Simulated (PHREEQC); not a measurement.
# Nickel, zinc or cadmium bath: an equilibrium model

Dissolve 3.8 mmol/kgw CdSO4, 26 mmol/kgw Na2SO4 and 4.6 mmol/kgw HBr at 55 °C. Closed to the air; pH follows from the charge balance.

Model: ion-association model, phreeqc.dat, run in PHREEQC.

Precipitation was switched off in this run.

Problem. Predict the pH, density.

Solution. pH 2.87; density 0.990 g/cm³.

Problem. In which forms is S present?

Solution. SO4-2 74 %, HSO4- 9.9 %, NaSO4- 8.3 %, CdSO4 5.5 %, Cd(SO4)2-2 2.3 % of the S.

Away from 25 °C the constants follow the database's enthalpies or fits; those with neither stay at their 25 °C values.
